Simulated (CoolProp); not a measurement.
The numbers come from the reference Helmholtz-energy equation of state, Tillner-Roth 1997 in CoolProp.

Question: For CH2F2 (R32), give the phase and the Z, expansivity (1/kK) at 69.15 °C and 6.43 MPa; 69.15 °C and 11.2 MPa; 69.15 °C and 14.5 MPa.

Answer: 
- 69.15 °C and 6.43 MPa: liquid; Z 0.156, expansivity 11.6
- 69.15 °C and 11.2 MPa: liquid; Z 0.246, expansivity 6.07
- 69.15 °C and 14.5 MPa: liquid; Z 0.307, expansivity 4.90
